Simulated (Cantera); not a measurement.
An adiabatic, constant-volume homogeneous reactor starts with C3H8 : O2 : N2 = 1 : 12.8 : 48.2 (molar parts), equivalence ratio 0.39, at 1450 K and 1400000 Pa.

Cantera simulation using GRI-Mech 3.0 (53 species, 325 reactions); the numbers are that mechanism's predictions, not measurements. GRI-Mech 3.0 was tuned for natural gas; its chemistry of propane as a main component is partial and can be far from experiment. The pressure lies above the range GRI-Mech 3.0 was tuned for (to about 10 atm).

Problem. Predict: time of steepest temperature rise; temperature at 1.00 s; equilibrium temperature; x(O2) at 1.00 s; x(OH) at 1.00 s.

Solution. 
- time of steepest temperature rise: 27.5 µs
- temperature at 1.00 s: 2464 K
- equilibrium temperature: 2464 K
- x(O2) at 1.00 s: 0.115 (gas-phase equilibrium 0.115)
- x(OH) at 1.00 s: 0.00392 (gas-phase equilibrium 0.00392)
